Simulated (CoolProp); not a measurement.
Vapour pressure (MPa) of chlorine: the reference equation beside estimates from Tc = 416.9 K, pc = 7.642 MPa, ω = 0.070.

Computed with CoolProp (reference Helmholtz-energy equation of state, Thol 2021).

```
T (K)  reference  Redlich-Kwong  Soave-Redlich-Kwong
-----  ---------  -------------  -------------------
259.3     0.2276         0.2263               0.2299
265.3     0.2822         0.2831               0.2843
271.3     0.3463         0.3500               0.3481
277.3     0.4208         0.4280               0.4223
283.2     0.5053         0.5164               0.5062
289.2     0.6037         0.6193               0.6038
295.2     0.7155         0.7362               0.7148
301.2     0.8419         0.8682               0.8403
```

Absolute difference from the reference over all 8 rows, mean and median: Redlich-Kwong 1.8 and 2.0 %, Soave-Redlich-Kwong 0.4 and 0.3 %.
